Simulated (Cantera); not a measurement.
A closed system holds: 1 mol Pb, 0.18 mol O2, 36 mol H2, held at 1498 K and 13.0 Pa.

These are equilibrium values from Cantera (NASA tables, ideal gas, pure condensed phases), not measurements of a reactor. Candidate condensed phases: H2O, Pb, PbO, PbO2, Pb3O4; 12 gas species. Rates play no part.

Question: What is the equilibrium state?

Answer: 
```
Property                              Value
--------------------------------  ---------
x(H2)                                 0.962
x(Pb)                                0.0270
x(H2O)                              0.00972
x(H)                                0.00148
gas amount                        37.03 mol
log10 activity of Pb(l) (absent)      -3.84
```
